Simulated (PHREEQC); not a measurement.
**Copper plating or etch bath**

Make-up at 25 °C: 76 mmol/kgw CuCl2, 36 mmol/kgw H2SO4 and 57 mmol/kgw NaCl. Closed to the air; pH follows from the charge balance.

The numbers come from PHREEQC with the ion-association model, phreeqc.dat.

| Quantity | Value |
|---|---|
| pH | 1.36 |
| ionic strength | 0.306 mol/kgw |
| activity of water | 0.993 |
| specific conductance | 33700 µS/cm |
| density | 1.011 g/cm³ |
| total alkalinity | -72.0 meq/kg |

| species | molality | activity | log γ |
|---|---|---|---|
| Cl- | 0.199 | 0.136 | -0.165 |
| Cu+2 | 0.0580 | 0.0167 | -0.540 |
| H+ | 0.0562 | 0.0440 | -0.107 |
| Na+ | 0.0562 | 0.0410 | -0.137 |
| HSO4- | 0.0158 | 0.0115 | -0.135 |
| SO4-2 | 0.0109 | 0.00270 | -0.604 |
| CuCl+ | 0.00894 | 0.00614 | -0.163 |
| CuSO4 | 0.00861 | 0.00924 | 0.031 |
| NaSO4- | 0.000772 | 0.000556 | -0.142 |

No solid was allowed to form. Species that the database lacks are ignored.
